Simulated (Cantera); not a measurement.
A freely propagating, adiabatic, planar premixed flame of H₂ : O₂ : N₂ = 1 : 0.217 : 0.817 (molar parts), unburnt at 300 K and 0.110 bar; mixture-averaged transport, grid criteria slope 0.08 and curve 0.16, no radiation.

Detailed kinetics in Cantera: the H2/O2 subset of GRI-Mech 3.0, which has no nitrogen chemistry. Burning velocities carry a grid error of a few per cent, more on coarse grids.

Problem. How do the results move with these cheaper or finer settings: unity-Lewis-number transport; multicomponent transport; multicomponent+Soret transport; grid criteria slope 0.5, curve 1; grid criteria slope 0.25, curve 0.5; grid criteria slope 0.03, curve 0.06?

Solution. 
| setting | laminar burning velocity | thermal thickness | peak x(OH) | peak x(H₂O₂) | grid points |
|---|---|---|---|---|---|
| as above | 222 cm/s | 6.51 mm | 0.00184 | 3.84e-5 | 144 |
| unity-Lewis-number transport | 128 cm/s | 5.93 mm | 0.00185 | 1.19e-5 | 132 |
| multicomponent transport | 216 cm/s | 6.60 mm | 0.00184 | 3.72e-5 | 144 |
| multicomponent+Soret transport | 208 cm/s | 6.40 mm | 0.00185 | 3.79e-5 | 144 |
| grid criteria slope 0.5, curve 1 | 225 cm/s | 8.20 mm | 0.00186 | 2.68e-5 | 51 |
| grid criteria slope 0.25, curve 0.5 | 224 cm/s | 7.05 mm | 0.00189 | 3.33e-5 | 80 |
| grid criteria slope 0.03, curve 0.06 | 221 cm/s | 6.39 mm | 0.00182 | 4.02e-5 | 337 |
Unity Lewis numbers drop preferential diffusion, which matters most where H2 and H carry the flame; Soret adds thermal diffusion.
